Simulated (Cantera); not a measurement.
Input: 1 mol SrCl2, 1 mol O2, 60 mol H2, at 1825 °C and 133 Pa.

Method: chemical equilibrium by Gibbs-energy minimisation in Cantera with the NASA 1993 tables (ideal gas, pure condensed phases). Candidate condensed phases: H2O, Sr, SrCl2, SrO, Sr(OH)2; 20 gas species. Equilibrium is a limit: real reactors are often held back by kinetics, nucleation or transport.

Base state: H2 0.862, H 0.0782, H2O 0.0307, HCl 0.0124, SrCl2 0.00737, Sr 0.00475, SrCl 0.00333, Cl 0.000827 (mole fractions); condensed: gas only.

Problem. What changes in the equilibrium state with this change: temperature from 1825 °C to 1250 °C?

Solution. 
```json
[
 {"species": "H2", "before": "0.862", "after": "0.950"},
 {"species": "H2O", "before": "0.0307", "after": "0.0300"},
 {"species": "SrCl2", "before": "0.00737", "after": "0.0135"},
 {"species": "H", "before": "0.0782", "after": "0.000618"},
 {"species": "HCl", "before": "0.0124", "after": "0.00562"},
 {"species": "O", "before": "2.14e-5", "after": "<1e-9"},
 {"species": "SrO", "before": "2.65e-5", "after": "3.00e-9"},
 {"species": "SrO(s), mol", "before": "0", "after": "0.169"}
]
```
Condensed phases not in the tables: oxide chlorides.

Problem. What changes in the equilibrium state with this change: temperature from 1825 °C to 1225 °C?

Solution. 
```csv
species,before,after
H2,0.862,0.950
H2O,0.0307,0.0299
SrCl2,0.00737,0.0135
H,0.0782,0.000460
HCl,0.0124,0.00575
O,2.14e-5,<1e-9
SrO,2.65e-5,1.44e-9
Sr,0.00475,1.57e-6
"SrO(s), mol",0,0.174
```
Condensed phases not in the tables: oxide chlorides.
